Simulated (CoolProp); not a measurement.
Vapour-liquid equilibrium of methanol (1) + ethanol (2) at 365.7 K; x and y are mole fractions of (1).

Model: multi-fluid Helmholtz-energy mixture model, de Reuck 1993 and Schroeder 2014; pair parameters Bell 2016, in CoolProp.

```csv
x,bubble pressure (kPa),y at the bubble point,dew pressure at overall composition x (kPa),liquid density (mol/L)
0.05,178.0,0.077,176.0,15.92
0.2,193.4,0.279,187.1,16.73
0.35,208.2,0.451,199.3,17.60
0.5,223.1,0.604,212.7,18.55
0.65,238.6,0.741,228.0,19.60
0.8,255.0,0.863,246.2,20.74
0.95,272.3,0.969,269.0,22.00
```

No azeotrope shows between x = 0.05 and 0.95.

The pair parameters rest on a limited set of measurements; away from them the model extrapolates.
